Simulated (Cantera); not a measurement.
What does this Cantera script print?

```python
import numpy as np
import cantera as ct

gas = ct.Solution("gri30.yaml")
gas.TPX = 400, 730000, {'CO': 1, 'H2': 0.063, 'O2': 0.64, 'N2': 2.37, 'H2O': 0.17}
flame = ct.FreeFlame(gas, width=0.0099)
flame.set_refine_criteria(ratio=3, slope=0.08, curve=0.16)
flame.transport_model = "mixture-averaged"
flame.solve(loglevel=0, auto=True)
flame.transport_model = "multicomponent"
flame.soret_enabled = False
flame.solve(loglevel=0, refine_grid=True)
z, T = flame.grid, flame.T
thick = (T[-1] - T[0]) / np.gradient(T, z).max()
show = ['CO', 'H2', 'O2', 'H', 'HO2', 'NO']
print(f"laminar burning velocity  {flame.velocity[0] * 100:.3f} cm/s")
print(f"burnt temperature         {T[-1]:.1f} K")
print(f"thermal thickness         {thick * 1e3:.4f} mm")
print(f"grid points               {len(z)}")
z0 = z[flame.heat_release_rate.argmax()]
print(f"{'z/mm':>9s}{'T/K':>9s}{'u/(m/s)':>9s}" + "".join(f"{s:>11s}" for s in show))
rows = []
for k in (-3, -2, -1.5, -1, -0.5, -0.25, 0, 0.25, 0.5, 1, 2, 4, 8):
    zz = z0 + k * thick
    rows.append([k * thick, np.interp(zz, z, T), np.interp(zz, z, flame.velocity),
                 *(np.interp(zz, z, flame.X[gas.species_index(s)]) for s in show)])
    print(f"{rows[-1][0] * 1e3:9.3f}{rows[-1][1]:9.1f}{rows[-1][2]:9.3f}" + "".join(f"{x:11.3e}" for x in rows[-1][3:]))
```

Result:

```
laminar burning velocity  37.441 cm/s
burnt temperature         2324.3 K
thermal thickness         0.0982 mm
grid points               130
     z/mm      T/K  u/(m/s)         CO         H2         O2          H        HO2         NO
   -0.295    400.0    0.374  2.357e-01  1.463e-02  1.509e-01 -1.696e-19  6.277e-09  1.055e-11
   -0.196    400.5    0.375  2.359e-01  1.404e-02  1.509e-01  1.689e-16  1.087e-07  1.867e-10
   -0.147    403.2    0.377  2.359e-01  1.318e-02  1.510e-01  8.540e-15  7.197e-07  1.268e-09
   -0.098    428.1    0.399  2.350e-01  1.114e-02  1.506e-01  2.568e-12  8.025e-06  1.554e-08
   -0.049    694.2    0.641  2.165e-01  6.894e-03  1.404e-01  2.209e-07  1.839e-04  7.336e-07
   -0.025   1106.8    1.002  1.775e-01  4.306e-03  1.192e-01  1.238e-04  3.713e-04  4.827e-06
    0.000   1542.6    1.354  1.199e-01  2.240e-03  8.798e-02  1.080e-03  1.442e-04  1.155e-05
    0.025   1813.8    1.554  7.505e-02  1.752e-03  6.499e-02  1.742e-03  6.093e-05  2.010e-05
    0.049   1963.0    1.660  5.195e-02  1.699e-03  5.372e-02  1.586e-03  3.322e-05  2.843e-05
    0.098   2108.7    1.763  3.357e-02  1.357e-03  4.479e-02  9.272e-04  1.511e-05  4.232e-05
    0.196   2217.0    1.839  2.113e-02  8.554e-04  3.885e-02  3.933e-04  6.751e-06  6.316e-05
    0.393   2284.5    1.886  1.280e-02  5.104e-04  3.497e-02  1.639e-04  3.786e-06  9.311e-05
    0.786   2316.8    1.908  8.590e-03  3.476e-04  3.302e-02  8.908e-05  2.951e-06  1.378e-04
```

Cantera simulation using GRI-Mech 3.0 (53 species, 325 reactions); the numbers are that mechanism's predictions, not measurements. The hydrogen kinetics of GRI-Mech 3.0 are dated; newer H2 mechanisms differ, most at raised pressure. Burning velocities carry a grid error of a few per cent, more on coarse grids.
